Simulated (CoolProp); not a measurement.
A Linde-Hampson liquefier for nitrogen: isothermal reversible compression at 280 K from 1 atm to 30 MPa, throttling to 1 atm, return gas leaving the recuperator 5 K below the feed. Each further row changes one setting.

Computed with CoolProp (reference Helmholtz-energy equation of state, Span 2000).

| case | liquid yield per pass | compression work (kJ/kg of gas) |
|---|---|---|
| as stated | 0.098 | 474 |
| high pressure 60 MPa | 0.089 | 549 |
| warm-end temperature 310 K | 0.069 | 529 |
| warm-end gap 10 K | 0.086 | 474 |
